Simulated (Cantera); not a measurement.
# Transport properties of process gases

Gas mixture: 33.2 % H2O, 34.8 % C2H6, 7.60 % H2, 24.4 % CO2, at 0.133 bar, frozen composition.

Cantera's kinetic-theory transport with the Lennard-Jones parameters of GRI-Mech 3.0, ideal gas; thermal conductivity in the mixture-averaged form. Polar gases are described roughly by these parameters. The composition is frozen, though it would react at the higher temperatures.

```json
[
 {"T (K)": "400", "ρ (kg/m³)": "0.110", "cp (J/kg/K)": "1695", "μ (µPa s)": "15.2", "λ (mW/m/K)": "41.5", "Pr": "0.619", "D (cm²/s) NH3": "2.35", "D (cm²/s) C2H2": "1.87", "D (cm²/s) H2O": "2.29"},
 {"T (K)": "600", "ρ (kg/m³)": "0.0731", "cp (J/kg/K)": "2083", "μ (µPa s)": "21.9", "λ (mW/m/K)": "68.2", "Pr": "0.668", "D (cm²/s) NH3": "5.20", "D (cm²/s) C2H2": "3.96", "D (cm²/s) H2O": "5.03"},
 {"T (K)": "800", "ρ (kg/m³)": "0.0548", "cp (J/kg/K)": "2386", "μ (µPa s)": "27.9", "λ (mW/m/K)": "96.0", "Pr": "0.693", "D (cm²/s) NH3": "8.95", "D (cm²/s) C2H2": "6.62", "D (cm²/s) H2O": "8.60"},
 {"T (K)": "1000", "ρ (kg/m³)": "0.0438", "cp (J/kg/K)": "2632", "μ (µPa s)": "33.4", "λ (mW/m/K)": "124", "Pr": "0.709", "D (cm²/s) NH3": "13.5", "D (cm²/s) C2H2": "9.77", "D (cm²/s) H2O": "12.9"},
 {"T (K)": "1200", "ρ (kg/m³)": "0.0365", "cp (J/kg/K)": "2825", "μ (µPa s)": "38.4", "λ (mW/m/K)": "151", "Pr": "0.718", "D (cm²/s) NH3": "18.7", "D (cm²/s) C2H2": "13.4", "D (cm²/s) H2O": "17.8"},
 {"T (K)": "1400", "ρ (kg/m³)": "0.0313", "cp (J/kg/K)": "2978", "μ (µPa s)": "43.1", "λ (mW/m/K)": "178", "Pr": "0.723", "D (cm²/s) NH3": "24.6", "D (cm²/s) C2H2": "17.4", "D (cm²/s) H2O": "23.4"},
 {"T (K)": "1600", "ρ (kg/m³)": "0.0274", "cp (J/kg/K)": "3101", "μ (µPa s)": "47.5", "λ (mW/m/K)": "203", "Pr": "0.725", "D (cm²/s) NH3": "31.1", "D (cm²/s) C2H2": "21.8", "D (cm²/s) H2O": "29.5"},
 {"T (K)": "1800", "ρ (kg/m³)": "0.0244", "cp (J/kg/K)": "3198", "μ (µPa s)": "51.8", "λ (mW/m/K)": "228", "Pr": "0.726", "D (cm²/s) NH3": "38.1", "D (cm²/s) C2H2": "26.6", "D (cm²/s) H2O": "36.1"}
]
```
D: mixture-averaged diffusion coefficient of that species in the mixture.
